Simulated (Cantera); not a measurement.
An isothermal, constant-pressure homogeneous reactor starts with N2O = 1 (molar parts), at 1048 K and 1.01 bar.

Model: GRI-Mech 3.0 (53 species, 325 reactions), integrated in Cantera. GRI-Mech 3.0 was tuned for natural gas; its chemistry of N2O as a main component is partial and can be far from experiment. The mechanism lacks the step 2 NO + O2 → 2 NO2, which can matter for NO2 below about 1400 K. The temperature is held fixed by assumption; the heat of reaction is taken as removed at once.

x: mole fraction; the columns are a selection and need not sum to one.

| t (s) | x N2O | x N2 | x NO | x O2 | x O |
|---|---|---|---|---|---|
| 3.00e-5 | 1.000 | 5.25e-7 | 2.26e-8 | 2.04e-7 | 1.05e-7 |
| 0.000115 | 1.000 | 2.29e-6 | 1.17e-7 | 1.06e-6 | 1.12e-7 |
| 0.000442 | 1.000 | 9.10e-6 | 4.84e-7 | 4.37e-6 | 1.12e-7 |
| 0.00170 | 1.000 | 3.52e-5 | 1.89e-6 | 1.71e-5 | 1.12e-7 |
| 0.00651 | 1.000 | 0.000135 | 7.29e-6 | 6.59e-5 | 1.12e-7 |
| 0.0250 | 0.999 | 0.000520 | 2.80e-5 | 0.000253 | 1.12e-7 |
| 0.0960 | 0.997 | 0.00199 | 0.000107 | 0.000970 | 1.12e-7 |
| 0.368 | 0.988 | 0.00760 | 0.000405 | 0.00370 | 1.11e-7 |
| 1.41 | 0.956 | (withheld) | (withheld) | (withheld) | 1.09e-7 |
| 5.43 | 0.847 | 0.0992 | 0.00514 | 0.0482 | 1.02e-7 |
| 20.8 | (withheld) | (withheld) | (withheld) | (withheld) | (withheld) |
| 80.0 | 0.188 | 0.530 | 0.0222 | 0.259 | 3.79e-8 |

Task: Some entries are withheld; supply them.

Result: 
- 1.41, x N2: 0.0284
- 1.41, x NO: 0.00150
- 1.41, x O2: 0.0138
- 20.8, x N2O: 0.567
- 20.8, x N2: 0.282
- 20.8, x NO: 0.0137
- 20.8, x O2: 0.137
- 20.8, x O: 8.00e-8
